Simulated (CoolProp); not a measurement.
Vapour pressure (bar) of toluene: the reference equation beside estimates from Tc = 591.7 K, pc = 41.26 bar, ω = 0.266. Clausius-Clapeyron is anchored at 457.9 K with a constant enthalpy of vaporisation of 28.08 kJ/mol.

Values from CoolProp's reference Helmholtz-energy equation of state, Lemmon 2006. It is a short technical equation, of lower accuracy than the large ones.

```csv
T (K),reference,Lee-Kesler,Clausius-Clapeyron,van der Waals,Redlich-Kwong,Soave-Redlich-Kwong,Peng-Robinson
433.3,3.446,3.464,3.728,10.37,5.217,3.463,3.436
439.5,3.929,3.955,4.162,11.11,5.835,3.955,3.920
445.6,4.452,4.487,4.623,11.88,6.491,4.490,4.446
451.8,5.037,5.081,5.130,12.70,7.210,5.088,5.033
457.9,5.667,5.720,5.667,13.54,7.970,5.733,5.667
464,6.355,6.417,6.245,14.41,8.784,6.438,6.360
470.2,7.116,7.189,6.874,15.33,9.668,7.219,7.128
476.3,7.930,8.012,7.536,16.27,10.60,8.054,7.950
482.5,8.826,8.918,8.255,17.27,11.60,8.975,8.857
```

Absolute difference from the reference over all 9 rows, mean and median: Lee-Kesler 0.9 and 0.9 %, Clausius-Clapeyron 4.0 and 3.8 %, van der Waals 142.7 and 138.9 %, Redlich-Kwong 41.0 and 40.6 %, Soave-Redlich-Kwong 1.1 and 1.2 %, Peng-Robinson 0.2 and 0.2 %.
